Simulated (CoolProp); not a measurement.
Aqueous potassium acetate as a coolant, 28 % by mass, freezing at -20.1 °C, 1 atm.

Computed with CoolProp (Melinder's fits for secondary coolants).

```
T (°C)  cp (kJ/(kg K))  Prandtl number  viscosity (mPa s)  conductivity (W/(m K))
------  --------------  --------------  -----------------  ----------------------
-14              3.219            47.2               6.78                   0.462
-5.3             3.237            32.1               4.69                   0.473
3.5              3.254            22.9               3.42                   0.485
12.2             3.270            17.3               2.62                   0.496
21               3.287            13.5               2.08                   0.508
29.7             3.304            10.9               1.71                   0.519
38.5             3.322            8.90               1.42                   0.531
```
